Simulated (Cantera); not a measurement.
A perfectly stirred reactor is fed with CH4 : H2 : N2 = 0.049 : 1 : 0.00049 (molar parts), at 0.247 atm; it is held at 1700 K, and followed from long to short residence time.

Computed with Cantera and GRI-Mech 3.0 (53 species, 325 reactions). GRI-Mech 3.0 stops at C3 and has no aromatics, soot or wall deposition, so with more carbon than oxygen in the feed, carbon stays in small species such as C2H2 where larger ones or solid carbon would form.

Task: What does this change do: CH4 0.049 to 0.013 parts?

Result: 
```tsv
quantity	before	after
x(CH4) at τ = 10.0 s	0.00729	0.00362
x(H2) at τ = 10.0 s	0.973	0.991
x(C2H) at τ = 10.0 s	3.09e-8	7.41e-9
x(H) at τ = 10.0 s	0.000290	0.000294
x(C2H6) at τ = 10.0 s	2.58e-7	6.31e-8
x(CH4) at τ = 42.0 ms	0.0402	0.0122
x(H2) at τ = 42.0 ms	0.956	0.987
x(C2H) at τ = 42.0 ms	4.44e-9	4.32e-10
x(H) at τ = 42.0 ms	0.000263	0.000276
x(C2H6) at τ = 42.0 ms	5.56e-6	5.21e-7
```
